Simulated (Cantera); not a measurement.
Input: 1 mol FeS2, 2.7 mol SO3, 8.6 mol O2, held at 1 atm.

These are equilibrium values from Cantera (NASA tables, ideal gas, pure condensed phases), not measurements of a reactor. Candidate condensed phases: Fe, FeO, FeS, FeSO4, FeS2, Fe2O3, Fe2(SO4)3, Fe3O4, S; 12 gas species. Kinetics and transport are ignored.

**Question.** At 1250 K, list the 3 most abundant gas species with their mole fractions, and the condensed phases.

**Answer.** O2 0.596, SO2 0.356, SO3 0.0483. Condensed: Fe2O3(s).
